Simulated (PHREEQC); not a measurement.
Dissolve 16 mmol/kgw MnCl2 and 2.3 mmol/kgw CsOH at 25 °C. Closed to the air; pH follows from the charge balance.

Computed with PHREEQC (ion-association model, wateq4f.dat).

No solid was allowed to form.

Task: Estimate the pH, ionic strength.

Result: pH 10.04; ionic strength 0.0443 mol/kgw.

Task: In which forms is Cl present?

Result: Cl- 97 %, MnCl+ 2.5 % of the Cl.

Examples of supersaturated solids here: Pyrochroite. Others may be too.
